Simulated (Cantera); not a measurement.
An isothermal, constant-pressure homogeneous reactor starts with 57.1 % C₃H₈, 42.9 % H₂, at 1975 K and 1330 Pa.

Detailed kinetics in Cantera: GRI-Mech 3.0 (53 species, 325 reactions). GRI-Mech 3.0 was tuned for natural gas; its chemistry of propane as a main component is partial and can be far from experiment. GRI-Mech 3.0 stops at C3 and has no aromatics, soot or wall deposition, so with more carbon than oxygen in the feed, carbon stays in small species such as C2H2 where larger ones or solid carbon would form. Radical loss at walls, strong at low pressure, is not modelled.

One state of this run: x C₃H₈ = 4.31e-12; x H₂ = 0.676; x CH₂ = 6.65e-6; x C₂H = 5.69e-5; x C₂H₄ = 3.17e-5; x H = 0.00715; x CH₃ = 0.000563. x: mole fraction; the columns are a selection and need not sum to one.

### Question
Which value of t (s) does it belong to?
(A) 0.00697
(B) 0.00344
(C) 0.118
(D) 0.486

### Answer
C, 0.118
